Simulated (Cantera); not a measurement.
A perfectly stirred reactor is fed with CH4 : CO2 = 1 : 3.2 (molar parts), at 210000 Pa; it is held at 2150 K, and followed from long to short residence time.

Detailed kinetics in Cantera: GRI-Mech 3.0 (53 species, 325 reactions).

One state of this run: x CH4 = 0.00702; x CO2 = 0.199; x O2 = 4.49e-7; x CH3 = 0.000937; x HO2 = 5.99e-10; x H2O2 = 6.11e-10. x: mole fraction; the columns are a selection and need not sum to one.

Which value of τ (s) does it belong to?
A) 0.016
B) 0.00065
C) 0.39
D) 0.0032

D, 0.0032
